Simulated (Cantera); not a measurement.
Charge: 1 mol Si3H8, 2.9 mol HCl, 15 mol N2, at 1623.15 K and 0.100 bar.

These are equilibrium values from Cantera (NASA tables, ideal gas, pure condensed phases), not measurements of a reactor. The feed counts by its element totals alone. The tables' values for SiCl3 are old estimates; treat these amounts as uncertain. Rates play no part.

| species | before | after |
|---|---|---|
| N2 | 0.656 | 0.661 |
| H2 | 0.211 | 0.229 |
| HCl | 0.123 | 0.0776 |
| SiCl2 | 0.00899 | 0.0318 |
| Si | 5.61e-8 | 1.64e-5 |
| SiCl | 1.32e-6 | 4.24e-5 |
| SiCl4 | 0.000217 | 9.29e-6 |
| SiHCl3 | 5.76e-5 | 4.25e-6 |
| H | 0.000100 | 0.000576 |
| Cl | 4.62e-5 | 0.000154 |
| Si3N4(s), mol | 0.932 | 0.781 |
Gas species are given as mole fractions.

### Question
What was changed between the two runs?
A. temperature from 1623.15 K to 1548 K
B. pressure from 0.100 bar to 1 atm
C. pressure from 0.100 bar to 3.30 mbar
D. HCl from 2.9 to 0.023 mol

### Answer
C, pressure from 0.100 bar to 3.30 mbar. The tables' values for SiCl3, SiCl are old estimates; treat these amounts as uncertain
